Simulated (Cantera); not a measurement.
What does this Cantera script print?

```python
import numpy as np
import cantera as ct

gas_names = [...]  # 110 gases of nasa_gas.yaml made of C, H, O
cond_names = """
    C(gr) C6H6(L) C7H8(L) C8H18(L),n-octa H2O(s) H2O(L)
""".split()


# ... load() reads the species with a 1 bar reference pressure and builds the phases ...
atoms = {
    'C2H4': {'C': 2, 'H': 4},
    'CO2': {'C': 1, 'O': 2},
}
top_T = {'C(gr)': 4500}  # K; cautious upper limits of use, not melting points


# ... equilibrate(T, P, feed) seeds the gas with the atoms and calls Mixture.equilibrate('TP', solver="vcs", rtol=1e-11, max_steps=5000) ...
results = []
feed = {'C2H4': 1, 'CO2': 0.045}  # mol
P = 240000  # Pa
for T in [1098, 1123, 1148, 1173, 1198, 1223, 1248, 1273, 1298, 1323, 1348, 1373, 1398]:
    mix = equilibrate(T, P, feed)
    results.append((T, P, feed, dict(zip(mix.species_names, mix.species_moles))))

top = {s: max(r[3][s] / sum(r[3][g] for g in gas_names) for r in results) for s in gas_names}
cols = sorted((s for s in top if top[s] > 1e-05), key=lambda s: -top[s])[:5]
seen = [c for c in cond_names if any(r[3].get(c, 0) > 1e-12 for r in results)]
print("log10 of partial pressures in bar; condensed amounts in mol")
print(f"{'T/K':>10s}" + "".join(f"{s[:9]:>10s}" for s in cols + seen))
for T, P, feed, n in results:
    ng = sum(n[g] for g in gas_names)
    print(f"{T:10.4g}" + "".join(f"{np.log10(max(n[s] / ng * P / 1e5, 1e-99)):10.3f}" for s in cols)
          + "".join(f"{n.get(c, 0):10.4g}" for c in seen))
```

It prints:

```
log10 of partial pressures in bar; condensed amounts in mol
       T/K        H2       CH4        CO       H2O       CO2     C(gr)
      1098     0.327    -0.783    -1.037    -1.747    -3.114     1.837
      1123     0.333    -0.866    -1.021    -1.869    -3.262     1.855
      1148     0.338    -0.947    -1.010    -1.990    -3.411      1.87
      1173     0.342    -1.027    -1.002    -2.110    -3.559     1.883
      1198     0.345    -1.104    -0.997    -2.228    -3.705     1.894
      1223     0.348    -1.180    -0.993    -2.342    -3.848     1.903
      1248     0.350    -1.253    -0.991    -2.454    -3.987     1.911
      1273     0.352    -1.324    -0.989    -2.562    -4.121     1.917
      1298     0.353    -1.393    -0.988    -2.666    -4.251     1.922
      1323     0.354    -1.459    -0.987    -2.767    -4.377     1.927
      1348     0.355    -1.524    -0.986    -2.865    -4.498      1.93
      1373     0.356    -1.586    -0.986    -2.959    -4.615     1.934
      1398     0.357    -1.646    -0.985    -3.050    -4.727     1.936
```

Equilibrium computed with Cantera from the NASA thermochemical tables; the gas is ideal and each condensed phase is pure.
